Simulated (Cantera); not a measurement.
# Low-pressure radical oxidation in H2/O2

An isothermal, constant-pressure homogeneous reactor starts with H2 : O2 = 0.33 : 1 (molar parts), equivalence ratio 0.17, at 973 K and 4.58 Torr.

Cantera simulation using GRI-Mech 3.0 (53 species, 325 reactions); the numbers are that mechanism's predictions, not measurements. Radical loss at walls, strong at low pressure, is not modelled. The temperature is held fixed by assumption; the heat of reaction is taken as removed at once.

| t (s) | x H2 | x O2 | x H2O | x H2O2 | x OH | x H |
|---|---|---|---|---|---|---|
| 4.00e-6 | 0.248 | 0.752 | <1e-12 | <1e-12 | <1e-12 | 1.54e-12 |
| 2.05e-5 | 0.248 | 0.752 | <1e-12 | <1e-12 | <1e-12 | 7.79e-12 |
| 0.000105 | 0.248 | 0.752 | 2.37e-12 | <1e-12 | 2.68e-12 | 3.90e-11 |
| 0.000538 | 0.248 | 0.752 | 1.59e-10 | <1e-12 | 3.54e-11 | 2.79e-10 |
| 0.00276 | 0.248 | 0.752 | 8.02e-8 | 1.41e-12 | 8.31e-9 | 5.79e-8 |
| 0.0141 | 0.0144 | 0.654 | 0.190 | 1.21e-7 | 0.00484 | 0.0957 |
| 0.0725 | 0.00138 | 0.712 | 0.279 | 2.63e-7 | 0.00138 | 0.00240 |
| 0.371 | 2.59e-5 | 0.717 | 0.283 | 1.24e-7 | 0.000171 | 5.29e-6 |
| 1.90 | 1.15e-6 | 0.717 | 0.283 | 3.09e-8 | 4.11e-5 | 7.18e-8 |
| 9.76 | 1.16e-7 | 0.717 | 0.283 | 8.26e-9 | 1.41e-5 | 2.89e-9 |
| 50.0 | 1.69e-8 | 0.717 | 0.283 | 2.13e-9 | 5.54e-6 | 1.77e-10 |
x: mole fraction; the columns are a selection and need not sum to one.

Equilibrium at this temperature and pressure: H2 1.65e-10, O2 0.717, H2O 0.283, H2O2 3.70e-11, OH 5.49e-7, H <1e-12 (gas phase only).
